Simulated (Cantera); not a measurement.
A perfectly stirred reactor is fed with 27.7 % H2, 12.6 % O2, 49.0 % N2, 10.8 % H2O, equivalence ratio 1.1, at 500000 Pa; it is adiabatic with a 375 K inlet, and is followed from long to short residence time, starting on the burning branch (τ in s: 0.11, 0.046, 0.02, 0.0083, 0.0035, 0.0015, 0.00064, 0.00027, 0.00012, 4.9e-05, 2.1e-05, 8.8e-06, 3.7e-06).

Computed with Cantera and GRI-Mech 3.0 (53 species, 325 reactions). The hydrogen kinetics of GRI-Mech 3.0 are dated; newer H2 mechanisms differ, most at raised pressure.

One state of this run: T (K) = 2101; x H2 = 0.0372; x O2 = 0.00389; x H2O = 0.393; x H = 0.00450; x O = 0.000526; x HO2 = 8.22e-6. x: mole fraction; the columns are a selection and need not sum to one.

Q: Which value of τ (s) does it belong to?
A. 0.00064
B. 0.00027
C. 0.046
D. 2.1e-5

A: B, 0.00027
